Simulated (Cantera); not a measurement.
Input (Python, Cantera) and output of one run.

```python
import numpy as np
import cantera as ct

gas_names = """
    CL CL2 H HCL H2 N NH NH2 NH3 N2 N2H2 N2H4 Si SiCL SiCL2 SiCL3 SiCL4 SiH SiHCL3 SiH2 SiH2CL2 SiH3
    SiH3CL SiH4 SiN Si2 Si2N Si3
""".split()
cond_names = """
    NH4CL(a) NH4CL(b) Si(cr) Si(L) Si3N4(a)
""".split()


# ... load() reads the species with a 1 bar reference pressure and builds the phases ...
atoms = {
    'SiHCl3': {'Si': 1, 'H': 1, 'CL': 3},
    'NH3': {'N': 1, 'H': 3},
    'H2': {'H': 2},
}
top_T = {'Si3N4(a)': 2400}  # K; cautious upper limits of use, not melting points


# ... equilibrate(T, P, feed) seeds the gas with the atoms and calls Mixture.equilibrate('TP', solver="vcs", rtol=1e-11, max_steps=5000) ...
results = []
feed = {'SiHCl3': 1, 'NH3': 5.6, 'H2': 13}  # mol
P = 10000  # Pa
for T in [1248, 1298, 1348, 1398, 1448, 1498, 1548, 1598, 1648, 1698, 1748, 1798, 1848, 1898]:
    mix = equilibrate(T, P, feed)
    results.append((T, P, feed, dict(zip(mix.species_names, mix.species_moles))))
    x = sorted(zip(gas.X, gas.species_names), reverse=True)
    print(f"T = {T:g} K  P = {P:g} Pa  gas = {mix.phase_moles(0):.4g} mol")
    print("   x: " + "  ".join(f"{s} {v:.3e}" for v, s in x if v > 1e-06))
    print("   condensed (mol): " + ("  ".join(f"{mix.phase(i).name} {mix.phase_moles(i):.4g}"
          for i in range(1, mix.n_phases) if mix.phase_moles(i) > 1e-12) or "none"))
```

It prints:

```
T = 1248 K  P = 10000 Pa  gas = 25.53 mol
   x: H2 7.992e-01  HCL 1.169e-01  N2 8.366e-02  SiCL4 9.818e-05  SiCL2 2.524e-05  SiHCL3 2.363e-05  SiCL3 1.853e-05  NH3 3.183e-06  H 1.320e-06
   condensed (mol): Si3N4(a) 0.3319
T = 1298 K  P = 10000 Pa  gas = 25.53 mol
   x: H2 7.993e-01  HCL 1.168e-01  N2 8.369e-02  SiCL4 8.696e-05  SiCL2 6.684e-05  SiCL3 3.118e-05  SiHCL3 2.685e-05  H 3.029e-06  NH3 2.585e-06  SiH2CL2 1.168e-06
   condensed (mol): Si3N4(a) 0.3315
T = 1348 K  P = 10000 Pa  gas = 25.54 mol
   x: H2 7.993e-01  HCL 1.166e-01  N2 8.376e-02  SiCL2 1.639e-04  SiCL4 7.733e-05  SiCL3 5.023e-05  SiHCL3 3.009e-05  H 6.541e-06  NH3 2.132e-06  SiH2CL2 1.705e-06
   condensed (mol): Si3N4(a) 0.3306
T = 1398 K  P = 10000 Pa  gas = 25.54 mol
   x: H2 7.994e-01  HCL 1.161e-01  N2 8.390e-02  SiCL2 3.739e-04  SiCL3 7.751e-05  SiCL4 6.864e-05  SiHCL3 3.318e-05  H 1.338e-05  SiH2CL2 2.410e-06  NH3 1.783e-06  CL 1.601e-06
   condensed (mol): Si3N4(a) 0.3286
T = 1448 K  P = 10000 Pa  gas = 25.55 mol
   x: H2 7.996e-01  HCL 1.151e-01  N2 8.418e-02  SiCL2 7.964e-04  SiCL3 1.143e-04  SiCL4 6.027e-05  SiHCL3 3.581e-05  H 2.606e-05  SiH2CL2 3.290e-06  CL 3.058e-06  NH3 1.511e-06
   condensed (mol): Si3N4(a) 0.3247
T = 1498 K  P = 10000 Pa  gas = 25.56 mol
   x: H2 8.000e-01  HCL 1.134e-01  N2 8.468e-02  SiCL2 1.582e-03  SiCL3 1.600e-04  SiCL4 5.169e-05  H 4.861e-05  SiHCL3 3.750e-05  CL 5.555e-06  SiH2CL2 4.324e-06  NH3 1.297e-06
   condensed (mol): Si3N4(a) 0.3177
T = 1548 K  P = 10000 Pa  gas = 25.58 mol
   x: H2 8.007e-01  HCL 1.105e-01  N2 8.553e-02  SiCL2 2.923e-03  SiCL3 2.108e-04  H 8.713e-05  SiCL4 4.257e-05  SiHCL3 3.768e-05  CL 9.600e-06  SiH2CL2 5.435e-06  NH3 1.128e-06
   condensed (mol): Si3N4(a) 0.3059
T = 1598 K  P = 10000 Pa  gas = 25.62 mol
   x: H2 8.016e-01  HCL 1.060e-01  N2 8.682e-02  SiCL2 4.997e-03  SiCL3 2.584e-04  H 1.507e-04  SiHCL3 3.586e-05  SiCL4 3.306e-05  CL 1.577e-05  SiH2CL2 6.490e-06  SiCL 1.208e-06
   condensed (mol): Si3N4(a) 0.2878
T = 1648 K  P = 10000 Pa  gas = 25.67 mol
   x: H2 8.029e-01  HCL 9.997e-02  N2 8.860e-02  SiCL2 7.887e-03  SiCL3 2.923e-04  H 2.523e-04  SiHCL3 3.201e-05  CL 2.464e-05  SiCL4 2.388e-05  SiH2CL2 7.322e-06  SiCL 3.754e-06  SiH2 1.214e-06
   condensed (mol): Si3N4(a) 0.2627
T = 1698 K  P = 10000 Pa  gas = 25.74 mol
   x: H2 8.044e-01  HCL 9.243e-02  N2 9.081e-02  SiCL2 1.151e-02  H 4.101e-04  SiCL3 3.048e-04  CL 3.665e-05  SiHCL3 2.674e-05  SiCL4 1.597e-05  SiCL 1.061e-05  SiH2CL2 7.803e-06  SiH2 3.388e-06  Si 1.980e-06
   condensed (mol): Si3N4(a) 0.2314
T = 1748 K  P = 10000 Pa  gas = 25.81 mol
   x: H2 8.061e-01  N2 9.331e-02  HCL 8.389e-02  SiCL2 1.562e-02  H 6.487e-04  SiCL3 2.949e-04  CL 5.209e-05  SiCL 2.747e-05  SiHCL3 2.100e-05  SiCL4 9.934e-06  SiH2 8.885e-06  SiH2CL2 7.890e-06  Si 7.816e-06  SiH 2.954e-06
   condensed (mol): Si3N4(a) 0.1956
T = 1798 K  P = 10000 Pa  gas = 25.9 mol
   x: H2 8.077e-01  N2 9.595e-02  HCL 7.496e-02  SiCL2 1.993e-02  H 1.001e-03  SiCL3 2.677e-04  CL 7.110e-05  SiCL 6.585e-05  Si 2.850e-05  SiH2 2.202e-05  SiHCL3 1.566e-05  SiH 9.293e-06  SiH2CL2 7.629e-06  SiCL4 5.822e-06  Si2N 1.852e-06  SiN 1.244e-06  SiH3CL 1.143e-06
   condensed (mol): Si3N4(a) 0.1576
T = 1848 K  P = 10000 Pa  gas = 26.22 mol
   x: H2 7.975e-01  N2 1.068e-01  HCL 7.387e-02  SiCL2 1.982e-02  H 1.497e-03  SiCL3 2.131e-04  SiCL 1.076e-04  CL 1.054e-04  Si 6.273e-05  SiH2 3.318e-05  SiH 1.766e-05  SiHCL3 1.028e-05  SiH2CL2 5.757e-06  Si2N 3.817e-06  SiCL4 3.386e-06  SiN 2.500e-06
   condensed (mol): Si(L) 0.4682
T = 1898 K  P = 10000 Pa  gas = 26.23 mol
   x: H2 7.961e-01  N2 1.067e-01  HCL 7.507e-02  SiCL2 1.920e-02  H 2.205e-03  SiCL3 1.716e-04  SiCL 1.630e-04  CL 1.570e-04  Si 1.228e-04  SiH2 4.584e-05  SiH 3.024e-05  SiHCL3 6.939e-06  Si2N 6.192e-06  SiH2CL2 4.345e-06  SiN 4.271e-06  SiCL4 2.077e-06
   condensed (mol): Si(L) 0.4813
```

These are equilibrium values from Cantera (NASA tables, ideal gas, pure condensed phases), not measurements of a reactor. The tables' values for SiCl3, SiCl are old estimates; treat these amounts as uncertain. Gases not in the tables: Si2H6 and higher silanes.
